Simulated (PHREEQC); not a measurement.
Dissolve 0.11 mol/kgw CdCl2, 0.027 mol/kgw MgSO4 and 0.00018 mol/kgw NaCl at 20 °C. Closed to the air; pH follows from the charge balance.

Equilibrium calculation in PHREEQC: ion-association model, wateq4f.dat.

**Question.** The ionic strength comes out as 0.203 mol/kgw. What activity coefficients do Cl-, CdCl+, CdCl3-, Mg+2, SO4-2 get?

**Answer.** Cl- 0.71, CdCl+ 0.75, CdCl3- 0.75, Mg+2 0.34, SO4-2 0.29.

Precipitation was switched off in this run. Species that the database lacks are ignored.
